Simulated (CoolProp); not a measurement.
Vapour-liquid equilibrium of CH2F2 (R32) (1) + R1234yf (2) at 0.422 MPa; x and y are mole fractions of (1).

Model: multi-fluid Helmholtz-energy mixture model, Tillner-Roth 1997 and Lemmon 2022; pair parameters Bell 2023, in CoolProp.

| x | bubble temperature, mixture model (°C) | bubble temperature, Raoult's law (°C) | y, mixture model | y, Raoult's law |
|---|---|---|---|---|
| 0.05 | … | 6.5 | … | 0.118 |
| 0.2 | -3.2 | 0.5 | 0.435 | 0.391 |
| 0.35 | … | -4.5 | … | 0.583 |
| 0.5 | -12.7 | -8.6 | 0.717 | 0.724 |
| 0.65 | -15.3 | -12.2 | … | 0.831 |
| 0.8 | -17.2 | -15.3 | 0.875 | 0.914 |
| 0.95 | -18.6 | -18.1 | 0.963 | 0.981 |

**Question.** What belongs in the gaps?

**Answer.** 
- 0.05, bubble temperature, mixture model (°C): 5.3
- 0.05, y, mixture model: 0.140
- 0.35, bubble temperature, mixture model (°C): -8.9
- 0.35, y, mixture model: 0.607
- 0.65, y, mixture model: 0.799

The largest gap from Raoult's law is -4.4 K in bubble temperature, at x = 0.35. No azeotrope shows between x = 0.05 and 0.95.

Pair parameters are fitted to limited data, so mixtures are less certain than the pure fluids.
